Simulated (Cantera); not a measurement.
A closed system holds: 1 mol Ti(OiPr)₄, 4.1 mol CH₄, 61 mol H₂, equilibrated at 0.00110 bar.

Equilibrium computed with Cantera from the NASA thermochemical tables; the gas is ideal and each condensed phase is pure. Candidate condensed phases: C, C₆H₆, C₇H₈, C₈H₁₈, H₂O, Ti, TiC, TiO, TiO₂, Ti₂O₃, Ti₃O₅, Ti₄O₇; 113 gas species. The feed counts by its element totals alone. TiC: taken at fixed stoichiometry. The numbers say what is thermodynamically allowed, not how fast it happens.

x: gas mole fraction; n: condensed amount in mol.

```
T (°C)   x H₂         x H    x CO  x C₂H₂ (acetylene)       x CH₄        x Ti  n C(graphite)  n TiC(s)
------  -----  ----------  ------  ------------------  ----------  ----------  -------------  --------
902     0.954     3.61e-6  0.0459             6.08e-8     1.92e-5      <1e-12           11.1      1.00
1052    0.954     4.82e-5  0.0459             8.12e-7     6.72e-6      <1e-12           11.1      1.00
1202    0.954    0.000382  0.0459             6.36e-6     2.91e-6      <1e-12           11.1      1.00
1352    0.952  (withheld)  0.0458          (withheld)  (withheld)  (withheld)           11.1      1.00
1502    0.946     0.00849  0.0457            0.000135     8.24e-7     5.08e-9           11.1      1.00
1652    0.927  (withheld)  0.0452          (withheld)  (withheld)  (withheld)           11.0     1.000
1802    0.879      0.0753  0.0441             0.00109     2.98e-7     2.81e-6           10.9     1.000
```

**Question.** What belongs in the gaps?

**Answer.** 
- 1652, x H: 0.0277
- 1652, x C₂H₂ (acetylene): 0.000424
- 1652, x CH₄: 4.93e-7
- 1652, x Ti: 1.53e-7
- 1352, x H: 0.00208
- 1352, x C₂H₂ (acetylene): 3.39e-5
- 1352, x CH₄: 1.47e-6
- 1352, x Ti: 8.92e-11
